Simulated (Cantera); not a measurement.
Feed: 1 mol B, 0.42 mol N2, 0.11 mol H2, 3.4 mol H2O, equilibrated at 15.8 Torr.

Cantera equilibrium calculation (NASA polynomials, part measured and part estimated; ideal gas, pure solids and liquids). Candidate condensed phases: B, BN, B2O3, B3O3H3, H2O; 39 gas species. Gases not in the tables: H3BO3. The numbers say what is thermodynamically allowed, not how fast it happens. All values below are at 1202 °C.

Base state: H2O 0.419, H2 0.392, N2 0.102, HBO2 0.0864, B2O3 0.000614, (HBO2)3 0.000194, H 5.60e-5, HBO 3.77e-5 (mole fractions); condensed: B2O3(l).

What changes in the equilibrium state with this change: H2O from 3.4 to 0.15 mol?


```tsv
species	before	after
H2	0.392	0.977
HBO	3.77e-5	0.0185
B2O2	2.90e-8	0.00280
H2O	0.419	1.08e-5
N2	0.102	1.32e-7
HBO2	0.0864	0.000439
B3O3H3	<1e-9	0.000967
(HBO2)3	0.000194	<1e-9
B2O3(l), mol	0.319	0.0474
B(s), mol	0	0.0577
BN(s), mol	0	0.840
```
N2 is the only nitrogen source here; it is nearly inert below about 1500 K, so the nitride shown seldom forms there in practice. Mutual solubility and eutectic melting of coexisting phases are not modelled.
